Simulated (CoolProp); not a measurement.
Saturation properties of R1336mzz(Z).

Values from CoolProp's reference Helmholtz-energy equation of state, McLinden 2020.

| T (°C) | p (kPa) | liquid density (kg/m³) | vapour density (kg/m³) | enthalpy of vaporisation (kJ/kg) | liquid cp (kJ/(kg K)) |
|---|---|---|---|---|---|
| 62.95 | 267.2 | 1260 | 17.45 | 149.8 | 1.303 |
| 67.95 | 308.9 | 1245 | 20.12 | 147.0 | 1.315 |
| 72.85 | 354.4 | 1230 | 23.04 | 144.2 | 1.327 |
| 77.75 | 404.9 | 1214 | 26.31 | 141.4 | 1.340 |
| 82.75 | 461.9 | 1198 | 30.03 | 138.4 | 1.354 |
| 87.65 | 523.5 | 1182 | 34.10 | 135.3 | 1.368 |
| 92.55 | 591.1 | 1165 | 38.63 | 132.1 | 1.383 |
| 97.45 | 665.2 | 1148 | 43.68 | 128.8 | 1.400 |
| 102.45 | 747.7 | 1130 | 49.43 | 125.3 | 1.418 |
| 107.35 | 835.9 | 1111 | 55.72 | 121.7 | 1.438 |
| 112.25 | 931.8 | 1092 | 62.75 | 118.0 | 1.460 |
| 117.25 | 1038 | 1072 | 70.79 | 113.9 | 1.485 |
| 122.15 | 1151 | 1050 | 79.66 | 109.7 | 1.514 |
| 127.05 | 1272 | 1028 | 89.68 | 105.2 | 1.547 |

It boils at 33.5 °C under 1 atm.
